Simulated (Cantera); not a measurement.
**Premixed flame**

A freely propagating, adiabatic, planar premixed flame of H2 : O2 : N2 : H2O = 1 : 0.962 : 3.62 : 0.89 (molar parts), unburnt at 423 K and 0.133 bar; unity-Lewis-number transport, grid criteria slope 0.08 and curve 0.16, no radiation.

Detailed kinetics in Cantera: the H2/O2 subset of GRI-Mech 3.0, which has no nitrogen chemistry. Unity Lewis numbers drop preferential diffusion, which matters most where H2 and H carry the flame. Burning velocities carry a grid error of a few per cent, more on coarse grids. Lean hydrogen flames are cellular in practice and burn faster than this planar one.

```
z (mm)  T (K)  u (m/s)      x H2    x O2  x H2O   x H2O2       x O    x HO2
------  -----  -------  --------  ------  -----  -------  --------  -------
-9.78     423    0.953     0.155   0.149  0.138    <1e-8     <1e-8  1.38e-8
-6.52     423    0.953     0.154   0.149  0.138  3.10e-8     <1e-8  1.78e-7
-4.89     424    0.955     0.154   0.149  0.138  1.54e-7   1.12e-8  8.91e-7
-3.26     431    0.971     0.154   0.148  0.139  1.26e-6   1.64e-7  7.86e-6
-1.63     544     1.22     0.140   0.142  0.154  8.06e-6   1.77e-5  9.34e-5
-0.815    773     1.70     0.109   0.128  0.189  4.27e-6  0.000331  5.96e-5
0        1043     2.26    0.0549   0.103  0.242  1.59e-6   0.00280  2.84e-5
0.815    1217     2.60    0.0208  0.0861  0.277  2.07e-6   0.00566  1.79e-5
1.63     1310     2.78    0.0121  0.0810  0.289  1.83e-6   0.00580  1.42e-5
3.26     1404     2.96   0.00811  0.0787  0.298  1.13e-6   0.00432  1.10e-5
6.52     1479     3.10   0.00479  0.0774  0.306  6.02e-7   0.00252  7.95e-6
13.0     1528     3.19   0.00223  0.0769  0.311  3.12e-7   0.00116  4.86e-6
26.1     1552     3.23  0.000849  0.0769  0.314  1.59e-7  0.000440  2.35e-6
```
x: mole fraction of selected species; z is measured from the peak of heat release.

```
Property                     Result
------------------------  ---------
laminar burning velocity  95.3 cm/s
thermal thickness           3.26 mm
peak x(H2O2)                8.10e-6
peak x(O)                   0.00598
peak x(HO2)                 9.70e-5
grid points                     110
```
